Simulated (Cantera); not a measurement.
Cantera with NASA thermochemical tables; ideal gases at 1 bar, condensed phases pure. Values are per mole of reaction as written; species without (g) are pure solids or liquids, kept so even where they would boil at 1 bar.

FeSO4 + 5 COS(g) → 4 O(g) + 6 S + Fe(CO)5(g)

```csv
T (K),ΔH° (kJ),ΔS° (J/K),ΔG° (kJ),log10 K
498,___,___,___,___
598,___,___,___,___
698,1949.8,129.9,1859.1,-139.12
798,___,___,___,___
898,___,___,___,___
```

Problem. What belongs in the gaps?

Solution. 
- 498, ΔH° (kJ): 1926.7
- 498, ΔS° (J/K): 90.0
- 498, ΔG° (kJ): 1881.8
- 498, log10 K: -197.38
- 598, ΔH° (kJ): 1940.5
- 598, ΔS° (J/K): 115.5
- 598, ΔG° (kJ): 1871.5
- 598, log10 K: -163.47
- 798, ΔH° (kJ): 1956.8
- 798, ΔS° (J/K): 139.3
- 798, ΔG° (kJ): 1845.7
- 798, log10 K: -120.81
- 898, ΔH° (kJ): 1964.5
- 898, ΔS° (J/K): 148.4
- 898, ΔG° (kJ): 1831.3
- 898, log10 K: -106.52
